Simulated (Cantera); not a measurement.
# Hydrocarbon pyrolysis for carbon deposition

An isothermal, constant-pressure homogeneous reactor starts with CH4 : N2 = 1 : 35 (molar parts), at 1450 K and 130000 Pa.

Detailed kinetics in Cantera: GRI-Mech 3.0 (53 species, 325 reactions). GRI-Mech 3.0 stops at C3 and has no aromatics, soot or wall deposition, so with more carbon than oxygen in the feed, carbon stays in small species such as C2H2 where larger ones or solid carbon would form.

| t (s) | x CH4 | x HCN | x C2H | x H | x CH3 | x C2H4 |
|---|---|---|---|---|---|---|
| 2.00e-6 | 0.0278 | <1e-12 | <1e-12 | 3.85e-9 | 9.45e-9 | <1e-12 |
| 7.96e-6 | 0.0278 | <1e-12 | <1e-12 | 5.43e-9 | 4.75e-8 | <1e-12 |
| 3.17e-5 | 0.0278 | <1e-12 | <1e-12 | 5.47e-9 | 2.05e-7 | 1.41e-12 |
| 0.000126 | 0.0278 | <1e-12 | <1e-12 | 5.48e-9 | 8.31e-7 | 1.07e-10 |
| 0.000502 | 0.0278 | <1e-12 | <1e-12 | 5.61e-9 | 3.23e-6 | 6.83e-9 |
| 0.00200 | 0.0278 | <1e-12 | <1e-12 | 6.73e-9 | 9.44e-6 | 2.97e-7 |
| 0.00796 | 0.0277 | <1e-12 | <1e-12 | 1.04e-8 | 1.66e-5 | 5.09e-6 |
| 0.0317 | 0.0275 | 3.20e-12 | 1.38e-12 | 3.17e-8 | 2.88e-5 | 6.88e-5 |
| 0.126 | 0.0260 | 6.45e-11 | 3.51e-11 | 1.47e-7 | 3.27e-5 | 0.000404 |
| 0.502 | 0.0222 | 5.28e-10 | 1.66e-10 | 3.96e-7 | 2.20e-5 | 0.000274 |
| 2.00 | 0.0150 | 2.36e-9 | 3.50e-10 | 7.82e-7 | 1.26e-5 | 0.000147 |
x: mole fraction; the columns are a selection and need not sum to one.

Equilibrium at this temperature and pressure: CH4 0.000715, HCN 0.0217, C2H 1.30e-10, H 1.66e-6, CH3 6.06e-7, C2H4 5.47e-5 (gas phase only).
